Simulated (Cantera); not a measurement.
Feed: 1 mol CaO, 42 mol HBr, 7.5 mol N2, held at 10.0 mbar.

Method: chemical equilibrium by Gibbs-energy minimisation in Cantera with the NASA 1993 tables (ideal gas, pure condensed phases). Candidate condensed phases: Br2, Ca, CaBr2, CaO, Ca(OH)2, H2O; 34 gas species. The numbers say what is thermodynamically allowed, not how fast it happens. All values below are at 1375 °C.

Base state: HBr 0.624, N2 0.142, Br 0.131, H2 0.0657, CaBr2 0.0189, H2O 0.0189, Br2 0.000454, H 0.000228 (mole fractions); condensed: gas only.

**Question.** What changes in the equilibrium state with this change: pressure from 10.0 mbar to 3.60 mbar?

**Answer.** 
```tsv
species	before	after
HBr	0.624	0.565
Br	0.131	0.172
N2	0.142	0.138
H2	0.0657	0.0863
H2O	0.0189	0.0185
CaBr2	0.0189	0.0185
H	0.000228	0.000436
Br2	0.000454	0.000285
```

**Question.** What changes in the equilibrium state with this change: pressure from 10.0 mbar to 80.0 mbar?

**Answer.** 
```tsv
species	before	after
HBr	0.624	0.707
N2	0.142	0.146
Br	0.131	0.0705
H2	0.0657	0.0363
H2O	0.0189	0.0195
CaBr2	0.0189	0.0195
H	0.000228	6.00e-5
Br2	0.000454	0.00106
```
